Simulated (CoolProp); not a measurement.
Model: reference Helmholtz-energy equation of state, Younglove 1994, in CoolProp. It is a modified Benedict-Webb-Rubin equation, recast in Helmholtz form.

### Question
Give the vapour pressure (MPa), enthalpy of vaporisation (kJ/kg), surface tension (mN/m) of saturated R123 at 325, 338.8, 345.7 K.

### Answer
```tsv
T (K)	p (MPa)	enthalpy of vaporisation (kJ/kg)	surface tension (mN/m)
325	0.225	160	12.1
338.8	0.335	153	10.5
345.7	0.404	149	9.78
```

Surface tension comes from a separate correlation (Mulero 2012).
